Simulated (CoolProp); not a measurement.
Computed with CoolProp (reference Helmholtz-energy equation of state, Schroeder 2014).

Problem. For ethanol, give the phase and the Z, isothermal compressibility (1/MPa) at 70.35 °C and 125 bar; 70.35 °C and 146 bar.

Solution. 
- 70.35 °C and 125 bar: liquid; Z 0.266, isothermal compressibility 0.00133
- 70.35 °C and 146 bar: liquid; Z 0.310, isothermal compressibility 0.00130
